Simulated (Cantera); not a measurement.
## Thermodynamics of metals in furnace atmospheres, feed Cu + NH3 + CO + H2O

A closed system holds: 1 mol Cu, 16 mol NH3, 1.1 mol CO, 0.15 mol H2O.

Equilibrium computed with Cantera from the NASA thermochemical tables; the gas is ideal and each condensed phase is pure. Candidate condensed phases: C, C6H6, C7H8, C8H18, Cu, CuO, Cu(OH)2, Cu2O, H2O; 139 gas species. Rates play no part.

Problem. Map the stable condensed phases over T = 1250, 1300, 1350, 1400, 1450, 1500, 1550, 1600, 1650, 1700, 1750, 1800 K and P in Pa = 10, 35, 120, 440, 1600, 5500, 19000, 68000, 240000, 850000, 3000000.

Solution. 
```
T in K \ P in Pa
              10      35     120     440    1600    5500   19000   68000  240000  850000 3000000
   1800        A       A       A       A       A       B       B       B       B       B       B
   1750        A       A       A       A       B       B       B       B       B       B       B
   1700        A       A       A       A       B       B       B       B       B       B       B
   1650        A       A       A       B       B       B       B       B       B       B       B
   1600        A       A       A       B       B       B       B       B       B       B       B
   1550        A       A       B       B       B       B       B       B       B       B       B
   1500        A       B       B       B       B       B       B       B       B       B       B
   1450        A       B       B       B       B       B       B       B       B       B       B
   1400        B       B       B       B       B       B       B       B       B       B       B
   1350        B       B       B       B       B       B       B       B       B       B       B
   1300        B       B       B       B       B       B       B       B       B       B       B
   1250        B       B       B       B       B       B       B       B       B       B       B
```
A: gas only; B: Cu.
